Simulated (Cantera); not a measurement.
Feed: 1 mol Si₃N₄, 0.0032 mol O₂, 62 mol N₂, held at 1.60e-5 bar.

Equilibrium computed with Cantera from the NASA thermochemical tables; the gas is ideal and each condensed phase is pure. Candidate condensed phases: Si, SiO₂, Si₂N₂O, Si₃N₄; 16 gas species. Rates play no part.

Q: At 1252 °C, list the 3 most abundant gas species with their mole fractions, and the condensed phases.

A: N₂ 0.999, Si 0.00118, SiO 9.99e-5. Condensed: Si(s).
